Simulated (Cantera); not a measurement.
**Ignition delay**

Mixture: CO : H₂ : O₂ : N₂ : H₂O = 1 : 0.15 : 0.442 : 1.66 : 0.15 (molar parts), equivalence ratio 1.3, at 0.800 bar, adiabatic and at constant volume. Ignition delay is the time to a rise of 400 K.

Computed with Cantera and GRI-Mech 3.0 (53 species, 325 reactions). Where the delays flatten at high temperature, the 400 K rule measures the pace of heat release, not the induction time.

| T0 (K) | delay (ms) |
|---|---|
| 1275 | 0.0845 |
| 1325 | 0.0719 |
| 1375 | 0.0629 |
| 1425 | 0.0563 |
| 1475 | 0.0515 |
| 1525 | 0.0481 |
| 1575 | 0.0458 |
| 1625 | 0.0445 |
| 1675 | 0.0440 |
